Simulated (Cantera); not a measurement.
An adiabatic, constant-volume homogeneous reactor starts with CO : H2 : CH4 : O2 : N2 = 1 : 0.14 : 0.052 : 0.613 : 2.3 (molar parts), at 1348 K and 0.987 atm.

Cantera simulation using GRI-Mech 3.0 (53 species, 325 reactions); the numbers are that mechanism's predictions, not measurements.

Q: Predict: time of steepest temperature rise; temperature at 0.100 s; equilibrium temperature; x(CO) at 0.100 s; x(H2) at 0.100 s; x(H2O2) at 0.100 s; x(NO) at 0.100 s; x(H) at 0.100 s.

A: 
- time of steepest temperature rise = 61.2 µs
- temperature at 0.100 s = 2875 K
- equilibrium temperature = 2875 K
- x(CO) at 0.100 s = 0.122 (gas-phase equilibrium 0.122)
- x(H2) at 0.100 s = 0.00541 (gas-phase equilibrium 0.00541)
- x(H2O2) at 0.100 s = 1.77e-7 (gas-phase equilibrium 1.77e-7)
- x(NO) at 0.100 s = 0.0142 (gas-phase equilibrium 0.0142)
- x(H) at 0.100 s = 0.00556 (gas-phase equilibrium 0.00556)
